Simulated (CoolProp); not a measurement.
Vapour-liquid equilibrium of propane (1) + isobutene (2) at 0.011 MPa; x and y are mole fractions of (1).

The numbers come from the multi-fluid Helmholtz-energy mixture model, Lemmon 2009 and Lemmon 2005; pair parameters Bell 2016 in CoolProp.

```csv
x,"bubble temperature, mixture model (K)","bubble temperature, Raoult's law (K)","y, mixture model","y, Raoult's law"
0.05,215.0,217.0,0.322,0.237
0.15,208.4,211.3,0.602,0.528
0.25,204.5,206.9,0.725,0.691
0.35,201.8,203.5,0.798,0.791
0.45,199.6,200.6,0.850,0.857
0.55,197.6,198.2,0.890,0.903
0.65,195.9,196.1,0.923,0.936
0.75,194.2,194.3,0.951,0.960
0.85,192.7,192.7,0.974,0.979
0.95,191.3,191.3,0.992,0.994
```

The largest gap from Raoult's law is -2.9 K in bubble temperature, at x = 0.15. No azeotrope shows between x = 0.05 and 0.95.

Pair parameters are fitted to limited data, so mixtures are less certain than the pure fluids.
